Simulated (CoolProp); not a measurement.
The fluid at 298.15 K and 0.984 MPa flows at 13 m/s in a round tube of 1 mm bore and 45 µm roughness, fully developed (64/Re and Nu = 3.66 if laminar; Colebrook and Gnielinski if turbulent). The same conditions are run with several fluids, on thermodynamics alone (safety and materials aside).

Values from CoolProp's reference Helmholtz-energy equation of state of each fluid (sulfur hexafluoride: Guder 2009; oxygen: Schmidt 1985; R13: Platzer 1990; R410A: Lemmon 2003; carbon dioxide: Span 1996). The equations of Platzer and Polt are older, rougher fits. Blends and air are pseudo-pure fits.

```
fluid                Reynolds number  Darcy friction factor  pressure drop (Pa/m)  heat-transfer coefficient (W/(m² K))  mass flow (kg/h)
-------------------  ---------------  ---------------------  --------------------  ------------------------------------  ----------------
sulfur hexafluoride            55200                 0.0686                382000                                   ___              2.42
oxygen                          8010                    ___                   ___                                  1570             0.470
R13                            40900                 0.0688                   ___                                   ___              1.68
R410A                          33000                 0.0689                195000                                  3930              1.23
carbon dioxide                   ___                 0.0697                   ___                                  2140               ___
```

Some entries are withheld; supply them.


- sulfur hexafluoride, heat-transfer coefficient (W/(m² K)): 6070
- oxygen, Darcy friction factor: 0.0711
- oxygen, pressure drop (Pa/m): 76800
- R13, pressure drop (Pa/m): 266000
- R13, heat-transfer coefficient (W/(m² K)): 4230
- carbon dioxide, Reynolds number: 15900
- carbon dioxide, pressure drop (Pa/m): 108000
- carbon dioxide, mass flow (kg/h): 0.676

Transport values come from each fluid's own correlations; those of R13 are estimates that may be off by 10 % or more.
